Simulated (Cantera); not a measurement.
Stirred combustor or abatement burner

A perfectly stirred reactor is fed with CH3OH : O2 : N2 = 1 : 2.5 : 9.4 (molar parts), at 7500 Torr; it is adiabatic with a 375 K inlet, and is followed from long to short residence time, starting on the burning branch (τ in s: 0.22, 0.075, 0.025, 0.0086, 0.0029, 0.00099, 0.00034, 0.00011, 3.9e-05, 1.3e-05, 4.5e-06).

Detailed kinetics in Cantera: GRI-Mech 3.0 (53 species, 325 reactions). GRI-Mech 3.0 was tuned for natural gas; its chemistry of methanol as a main component is partial and can be far from experiment.

| τ (s) | T (K) | x CH3OH | x O2 | x NO | x H2 | x OH | x C2H |
|---|---|---|---|---|---|---|---|
| 0.22 | 1778 | 7.22e-7 | 0.0745 | 2.02e-5 | 1.13e-5 | 0.000352 | <1e-12 |
| 0.075 | 1777 | 1.88e-6 | 0.0746 | 9.97e-6 | 1.72e-5 | 0.000396 | <1e-12 |
| 0.025 | 1776 | 4.63e-6 | 0.0746 | 6.28e-6 | 3.09e-5 | 0.000478 | <1e-12 |
| 0.0086 | 1773 | 1.06e-5 | 0.0748 | 4.96e-6 | 5.93e-5 | 0.000596 | <1e-12 |
| 0.0029 | 1766 | 2.43e-5 | 0.0751 | 4.27e-6 | 0.000120 | 0.000748 | <1e-12 |
| 0.00099 | 1751 | 5.69e-5 | 0.0759 | 3.36e-6 | 0.000251 | 0.000890 | <1e-12 |
| 0.00034 | 1709 | 0.000164 | 0.0787 | 1.74e-6 | 0.000609 | 0.000825 | <1e-12 |
| 0.00011 | 375 | 0.0775 | 0.194 | <1e-12 | <1e-12 | <1e-12 | <1e-12 |
| 3.9e-5 | 375 | 0.0775 | 0.194 | <1e-12 | <1e-12 | <1e-12 | <1e-12 |
| 1.3e-5 | 375 | 0.0775 | 0.194 | <1e-12 | <1e-12 | <1e-12 | <1e-12 |
| 4.5e-6 | 375 | 0.0775 | 0.194 | <1e-12 | <1e-12 | <1e-12 | <1e-12 |
x: mole fraction; the columns are a selection and need not sum to one.
